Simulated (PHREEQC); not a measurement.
**Alkaline etch or developer**

Dissolve 29 mmol/kgw KOH, 0.59 mmol/kgw CO2 and 0.95 mmol/kgw Na2CO3 at 5 °C. Closed to the air; pH follows from the charge balance.

Model: ion-association model, phreeqc.dat, run in PHREEQC.

Each row changes one thing in this solution. No solid was allowed to form.

```
case                            pH  ionic strength (mol/kgw)  NaCO3- (mol/kgw)  HCO3- (mol/kgw)  NaHCO3 (mol/kgw)
---------------------------  -----  ------------------------  ----------------  ---------------  ----------------
as made                      13.10                    0.0324           9.82e-6          2.72e-6           2.37e-9
KOH left out                  9.94                   0.00224           3.34e-6          0.00120           1.30e-6
CO2 left out                 13.12                       ___           6.09e-6          1.61e-6           1.41e-9
temperature from 5 to 15 °C  12.71                    0.0324           1.69e-5          4.91e-6           3.97e-9
diluted 5-fold with water    12.44                       ___           5.30e-7          3.12e-6          6.39e-10
temperature from 5 to 55 °C  11.50                    0.0322               ___          3.84e-5           2.36e-8
```

### Question
Complete the blanks.

### Answer

- CO2 left out, ionic strength (mol/kgw): 0.0318
- diluted 5-fold with water, ionic strength (mol/kgw): 0.00648
- temperature from 5 to 55 °C, NaCO3- (mol/kgw): 9.55e-5

Constants without temperature data keep their 25 °C values here.
